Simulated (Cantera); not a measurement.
Feed: 1 mol TEOS, 23 mol H2O, 0.42 mol H2, at 600 K and 0.100 bar.

Equilibrium computed with Cantera from the NASA thermochemical tables; the gas is ideal and each condensed phase is pure. Candidate condensed phases: C, C6H6, C7H8, C8H18, H2O, Si, SiC, SiO2; 123 gas species. The feed counts by its element totals alone. The numbers say what is thermodynamically allowed, not how fast it happens.

Base state: H2O 0.583, H2 0.165, CH4 0.150, CO2 0.100, CO 0.00100 (mole fractions); condensed: SiO2(α-quartz).

Problem. What changes in the equilibrium state with this change: pressure from 0.100 bar to 13.3 mbar?

Solution. 
| species | before | after |
|---|---|---|
| H2O | 0.583 | 0.445 |
| H2 | 0.165 | 0.326 |
| CO2 | 0.100 | 0.133 |
| CH4 | 0.150 | 0.0921 |
| CO | 0.00100 | 0.00345 |
| SiO2(α-quartz), mol | 1.00 | 1.00 |

Problem. What changes in the equilibrium state with this change: pressure from 0.100 bar to 2.20 mbar?

Solution. 
```json
[
 {"species": "H2", "before": "0.165", "after": "0.488"},
 {"species": "H2O", "before": "0.583", "after": "0.306"},
 {"species": "CO2", "before": "0.100", "after": "0.164"},
 {"species": "CH4", "before": "0.150", "after": "0.0327"},
 {"species": "CO", "before": "0.00100", "after": "0.00924"},
 {"species": "SiO2(α-quartz), mol", "before": "1.00", "after": "1.00"}
]
```

Problem. What changes in the equilibrium state with this change: temperature from 600 K to 698 K?

Solution. 
```tsv
species	before	after
H2O	0.583	0.403
H2	0.165	0.376
CO2	0.100	0.136
CH4	0.150	0.0710
CO	0.00100	0.0133
SiO2(α-quartz), mol	1.00	1.00
```
